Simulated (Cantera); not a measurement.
## Thermodynamics of tantalum, niobium, vanadium and zirconium in process gases, feed V + N₂O + H₂

Input: 1 mol V, 0.91 mol N₂O, a varied amount of H₂, at 750 Torr.

Equilibrium computed with Cantera from the NASA thermochemical tables; the gas is ideal and each condensed phase is pure. Candidate condensed phases: H₂O, V, VN, VO, V₂O₃, V₂O₄, V₂O₅; 28 gas species. Mutual solubility and eutectic melting of coexisting phases are not modelled. VN, VO: taken at fixed stoichiometry. Condensed phases not in the tables: the oxides between V₂O₃ and V₂O₅ other than VO₂, solid solutions among these carbides, nitrides and lower oxides, V₂N. The numbers say what is thermodynamically allowed, not how fast it happens.

Stable condensed phases:

```
T in K \ n(H₂) in mol
         3.2 4.8 7.3  11  17  25  38  56  85 130 190 290 440
   1650    A   A   A   A   A   A   A   A   A   A   A   A   A
   1575    B   B   A   A   A   A   A   A   A   A   A   A   A
   1500    B   B   B   B   B   A   A   A   A   A   A   A   A
   1425    B   B   B   B   B   B   B   B   A   A   A   A   A
   1350    B   B   B   B   B   B   B   B   B   B   B   A   A
   1275    B   B   B   B   B   B   B   B   B   B   B   B   B
   1200    B   B   B   B   B   B   B   B   B   B   B   B   B
   1125    B   B   B   B   B   B   B   B   B   B   B   B   B
   1050    B   B   B   B   B   B   B   B   B   B   B   B   B
    975    B   B   B   B   B   B   B   B   B   B   B   B   B
    900    B   B   B   B   B   B   B   B   B   B   B   B   B
    825    B   B   B   B   B   B   B   B   B   B   B   B   B
    750    B   B   B   B   B   B   B   B   B   B   B   B   B
```

A: VN + VO; B: VN + V₂O₃.
